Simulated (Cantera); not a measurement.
An adiabatic, constant-volume homogeneous reactor starts with 9.67 % CO, 0.387 % H2, 7.83 % CH4, 17.2 % O2, 64.9 % N2, equivalence ratio 1.2, at 1373 K and 410000 Pa.

Model: GRI-Mech 3.0 (53 species, 325 reactions), integrated in Cantera. Above 3000 K some thermodynamic fits are extrapolated.

One state of this run: T (K) = 3018; P (bar) = 9.17; x CO = 0.0907; x H2 = 0.0190; x CH4 = <1e-12; x CH2O = 6.39e-9; x C2H6 = <1e-12. x: mole fraction; the columns are a selection and need not sum to one.

Q: Which value of t (s) does it belong to?
(A) 0.0172
(B) 0.000172
(C) 8.00e-6
(D) 3.71e-5

A: A, 0.0172
